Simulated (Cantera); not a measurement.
Mixture: CH₃OH : O₂ : N₂ = 1 : 1.5 : 9.9 (molar parts), equivalence ratio 1.0, at 2000000 Pa, adiabatic and at constant volume. Ignition delay is the time to a rise of 400 K.

Computed with Cantera and GRI-Mech 3.0 (53 species, 325 reactions). GRI-Mech 3.0 was tuned for natural gas; its chemistry of methanol as a main component is partial and can be far from experiment. The pressure lies above the range GRI-Mech 3.0 was tuned for (to about 10 atm).

Q: Predict: delay at 1300 K; delay at 1450 K; delay at 1600 K; delay at 1750 K; apparent activation energy between 1675 and 1825 K.

A: 
| Property | Value |
|---|---|
| delay at 1300 K | 0.220 ms |
| delay at 1450 K | 34.1 µs |
| delay at 1600 K | 8.32 µs |
| delay at 1750 K | 2.76 µs |
| apparent activation energy between 1675 and 1825 K | 170 kJ/mol |
